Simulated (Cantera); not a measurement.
Feed: 1 mol Si₃N₄, 0.004 mol Si, 0.3 mol H₂, equilibrated at 1827 °C and 13.3 mbar.

Equilibrium computed with Cantera from the NASA thermochemical tables; the gas is ideal and each condensed phase is pure. Candidate condensed phases: Si, Si₃N₄; 18 gas species. The tables' values for SiN are old estimates; treat these amounts as uncertain. Gases not in the tables: Si₂H₆ and higher silanes. Rates play no part.

Base state: N₂ 0.856, H₂ 0.124, Si 0.0100, H 0.00949, Si₂N 0.000266, SiN 0.000222, SiH 0.000220, Si₂ 0.000130 (mole fractions); condensed: Si(l).

Question: What changes in the equilibrium state with this change: temperature from 1827 °C to 2352 °C?

Answer: 
| species | before | after |
|---|---|---|
| Si | 0.0100 | 0.528 |
| N₂ | 0.856 | 0.370 |
| H | 0.00949 | 0.0587 |
| H₂ | 0.124 | 0.0255 |
| Si₂ | 0.000130 | 0.0102 |
| Si₃ | 2.66e-5 | 0.00103 |
| SiN | 0.000222 | 0.00312 |
| Si(l), mol | 2.98 | 0 |

Question: What changes in the equilibrium state with this change: temperature from 1827 °C to 2250 °C?

Answer: 
```csv
species,before,after
N₂,0.856,0.462
Si,0.0100,0.422
H,0.00949,0.0501
H₂,0.124,0.0433
Si₂,0.000130,0.0117
Si₃,2.66e-5,0.00200
SiN,0.000222,0.00322
SiH,0.000220,0.00259
Si₂N,0.000266,0.00282
SiH₂,2.25e-5,4.81e-5
"Si(l), mol",2.98,1.01
```

Question: What changes in the equilibrium state with this change: temperature from 1827 °C to 2550 °C?

Answer: 
```json
[
 {"species": "Si", "before": "0.0100", "after": "0.534"},
 {"species": "N₂", "before": "0.856", "after": "0.362"},
 {"species": "H", "before": "0.00949", "after": "0.0840"},
 {"species": "H₂", "before": "0.124", "after": "0.0120"},
 {"species": "N", "before": "2.86e-8", "after": "2.16e-5"},
 {"species": "Si₂", "before": "0.000130", "after": "0.00383"},
 {"species": "SiN", "before": "0.000222", "after": "0.00243"},
 {"species": "SiH", "before": "0.000220", "after": "0.00115"},
 {"species": "Si₃", "before": "2.66e-5", "after": "0.000105"},
 {"species": "Si(l), mol", "before": "2.98", "after": "0"}
]
```
